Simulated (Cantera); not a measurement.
What does this Cantera script print?

```python
import numpy as np
import cantera as ct

gas = ct.Solution("gri30.yaml", transport_model="multicomponent")
show = ['O', 'H', 'H2']

rows = []
print(f"{'T/K':>7s}{'rho':>11s}{'cp':>10s}{'mu':>11s}{'lambda':>11s}{'Pr':>7s}" + "".join(f"{'D_' + s:>11s}" for s in show))
for T in [400, 550, 700, 850, 1000, 1150, 1300, 1450, 1600]:
    gas.TPX = T, 5400, {'N2O': 0.27, 'N2': 0.78}
    Pr = gas.cp_mass * gas.viscosity / gas.thermal_conductivity
    D = [gas.mix_diff_coeffs_mole[gas.species_index(s)] for s in show]
    rows.append([gas.density, gas.cp_mass, gas.viscosity, gas.thermal_conductivity, Pr, *D])
    print(f"{T:7g}{gas.density:11.4e}{gas.cp_mass:10.1f}{gas.viscosity:11.4e}"
          f"{gas.thermal_conductivity:11.4e}{Pr:7.3f}" + "".join(f"{d:11.4e}" for d in D))
print("SI units: kg/m3, J/kg/K, Pa s, W/m/K, m2/s")
```

Output:

```
    T/K        rho        cp         mu     lambda     Pr        D_O        D_H       D_H2
    400 5.2166e-02    1019.7 2.1465e-05 3.0728e-02  0.712 9.3610e-04 3.6071e-03 2.2774e-03
    550 3.7939e-02    1068.1 2.7212e-05 4.0595e-02  0.716 1.6166e-03 6.2980e-03 3.8960e-03
    700 2.9809e-02    1114.7 3.2287e-05 5.0137e-02  0.718 2.4312e-03 9.5282e-03 5.8314e-03
    850 2.4548e-02    1160.7 3.6906e-05 5.9606e-02  0.719 3.3685e-03 1.3249e-02 8.0577e-03
   1000 2.0866e-02    1199.5 4.1191e-05 6.8721e-02  0.719 4.4201e-03 1.7424e-02 1.0556e-02
   1150 1.8145e-02    1227.0 4.5218e-05 7.7178e-02  0.719 5.5796e-03 2.2028e-02 1.3311e-02
   1300 1.6051e-02    1250.7 4.9038e-05 8.5329e-02  0.719 6.8419e-03 2.7040e-02 1.6310e-02
   1450 1.4390e-02    1271.0 5.2689e-05 9.3185e-02  0.719 8.2027e-03 3.2442e-02 1.9545e-02
   1600 1.3041e-02    1288.3 5.6195e-05 1.0076e-01  0.718 9.6584e-03 3.8220e-02 2.3006e-02
SI units: kg/m3, J/kg/K, Pa s, W/m/K, m2/s
```

Computed with Cantera and GRI-Mech 3.0 (53 species, 325 reactions). The composition is frozen, though it would react at the higher temperatures.
